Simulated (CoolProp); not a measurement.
The fluid at 298.15 K and 4.72 MPa (liquid) is heated at constant pressure to 354.7 K. The same conditions are run with several fluids, on thermodynamics alone (safety and materials aside).

The numbers come from the reference Helmholtz-energy equation of state of each fluid (R407C: Lemmon 2003; R152A: Outcalt 1996; n-perfluoropentane: Gao 2022; benzene: Thol 2012; p-xylene: Zhou 2012) in CoolProp. Blends and air are pseudo-pure fits.

```tsv
fluid	heat (kJ/kg)	final density (kg/m³)
R407C	102	785
R152A	109	748
n-perfluoropentane	61.3	1440
benzene	102	817
p-xylene	102	812
```
